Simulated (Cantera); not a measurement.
MgO + CO + H2 (carbothermic reduction)

Feed: 1 mol MgO, 3.2 mol CO, 0.56 mol H2, held at 527 °C and 0.133 bar.

These are equilibrium values from Cantera (NASA tables, ideal gas, pure condensed phases), not measurements of a reactor. Candidate condensed phases: C, C6H6, C7H8, C8H18, H2O, Mg, MgCO3, MgO, Mg(OH)2; 116 gas species. The numbers say what is thermodynamically allowed, not how fast it happens.

- x(CO2) = 0.553
- x(CO) = 0.205
- x(H2) = 0.145
- x(H2O) = 0.0929
- x(CH4) = 0.00378
- n(C(graphite)) = 1.46 mol
- n(MgO(s)) = 1.00 mol
- gas amount = 2.279 mol
- log10 activity of MgCO3(s) (absent) = -2.49
- log10 activity of Mg(s) (absent) = -20.15
